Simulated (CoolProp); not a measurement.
A Linde-Hampson liquefier for dry air: isothermal reversible compression at 290 K from 1 atm to 30 MPa, throttling to 1 atm, return gas leaving the recuperator 10 K below the feed. Each further row changes one setting.

The numbers come from the reference Helmholtz-energy equation of state, Lemmon 2000 in CoolProp. It is a pseudo-pure fit of the blend.

```tsv
case	liquid yield per pass	compression work (kJ/kg of gas)
as stated	…	473
high pressure 60 MPa	…	545
warm-end temperature 320 K	…	…
warm-end gap 15 K	…	473
```

Question: Complete the blanks.

Answer: 
- as stated, liquid yield per pass: 0.087
- high pressure 60 MPa, liquid yield per pass: 0.086
- warm-end temperature 320 K, liquid yield per pass: 0.060
- warm-end temperature 320 K, compression work (kJ/kg of gas): 526
- warm-end gap 15 K, liquid yield per pass: 0.076
